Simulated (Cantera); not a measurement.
# Gas-phase reforming

An isothermal, constant-pressure homogeneous reactor starts with 19.3 % CH4, 67.7 % H2O, 13.0 % H2, at 1975 K and 10.0 bar.

Model: GRI-Mech 3.0 (53 species, 325 reactions), integrated in Cantera.

```json
[
 {"t (s)": "6.00e-6", "x CH4": "0.179", "x H2O": "0.672", "x H2": "0.141", "x CH3": "0.00298", "x C2H2": "0.000771", "x CH2O": "0.000101"},
 {"t (s)": "1.73e-5", "x CH4": "0.157", "x H2O": "0.659", "x H2": "0.166", "x CH3": "0.00259", "x C2H2": "0.00721", "x CH2O": "0.000100"},
 {"t (s)": "5.00e-5", "x CH4": "0.117", "x H2O": "0.631", "x H2": "0.217", "x CH3": "0.00185", "x C2H2": "0.0247", "x CH2O": "6.41e-5"},
 {"t (s)": "0.000144", "x CH4": "0.0722", "x H2O": "0.593", "x H2": "0.278", "x CH3": "0.00109", "x C2H2": "0.0425", "x CH2O": "3.35e-5"},
 {"t (s)": "0.000416", "x CH4": "0.0388", "x H2O": "0.549", "x H2": "0.336", "x CH3": "0.000569", "x C2H2": "0.0492", "x CH2O": "1.57e-5"},
 {"t (s)": "0.00120", "x CH4": "0.0238", "x H2O": "0.490", "x H2": "0.393", "x CH3": "0.000332", "x C2H2": "0.0396", "x CH2O": "7.58e-6"},
 {"t (s)": "0.00346", "x CH4": "0.0163", "x H2O": "0.417", "x H2": "0.453", "x CH3": "0.000210", "x C2H2": "0.0199", "x CH2O": "3.59e-6"},
 {"t (s)": "0.01000", "x CH4": "0.00756", "x H2O": "0.356", "x H2": "0.505", "x CH3": "9.15e-5", "x C2H2": "0.00425", "x CH2O": "1.33e-6"},
 {"t (s)": "0.0288", "x CH4": "0.000898", "x H2O": "0.333", "x H2": "0.527", "x CH3": "1.06e-5", "x C2H2": "6.98e-5", "x CH2O": "3.73e-7"},
 {"t (s)": "0.0832", "x CH4": "1.21e-6", "x H2O": "0.332", "x H2": "0.529", "x CH3": "1.43e-8", "x C2H2": "2.13e-10", "x CH2O": "2.64e-7"},
 {"t (s)": "0.240", "x CH4": "2.85e-7", "x H2O": "0.332", "x H2": "0.529", "x CH3": "3.38e-9", "x C2H2": "1.91e-11", "x CH2O": "2.64e-7"},
 {"t (s)": "0.693", "x CH4": "2.85e-7", "x H2O": "0.332", "x H2": "0.529", "x CH3": "3.38e-9", "x C2H2": "1.91e-11", "x CH2O": "2.64e-7"},
 {"t (s)": "2.00", "x CH4": "2.85e-7", "x H2O": "0.332", "x H2": "0.529", "x CH3": "3.38e-9", "x C2H2": "1.91e-11", "x CH2O": "2.64e-7"}
]
```
x: mole fraction; the columns are a selection and need not sum to one.

Equilibrium at this temperature and pressure: CH4 3.16e-7, H2O 0.332, H2 0.529, CH3 3.74e-9, C2H2 2.14e-11, CH2O 2.64e-7 (gas phase only).
